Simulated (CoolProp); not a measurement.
Carbon dioxide at 917.81 K and 16 MPa flows at 3.1 m/s in a round tube of 6 mm bore and 45 µm roughness, fully developed (64/Re and Nu = 3.66 if laminar; Colebrook and Gnielinski if turbulent). Each further row changes one setting.

Computed with CoolProp (reference Helmholtz-energy equation of state, Span 1996).

```json
[
 {"case": "as stated", "Reynolds number": "41600", "Darcy friction factor": "0.0361", "pressure drop (Pa/m)": "2590", "heat-transfer coefficient (W/(m² K))": "1820", "mass flow (kg/h)": "28.2"},
 {"case": "velocity 6.2 m/s", "Reynolds number": "83200", "Darcy friction factor": "0.0353", "pressure drop (Pa/m)": "10100", "heat-transfer coefficient (W/(m² K))": "3590", "mass flow (kg/h)": "56.4"},
 {"case": "diameter 12 mm", "Reynolds number": "83200", "Darcy friction factor": "0.0292", "pressure drop (Pa/m)": "1050", "heat-transfer coefficient (W/(m² K))": "1460", "mass flow (kg/h)": "113"}
]
```

Viscosity comes from a separate model (Laesecke 2017). Thermal conductivity comes from a separate model (Huber 2016).
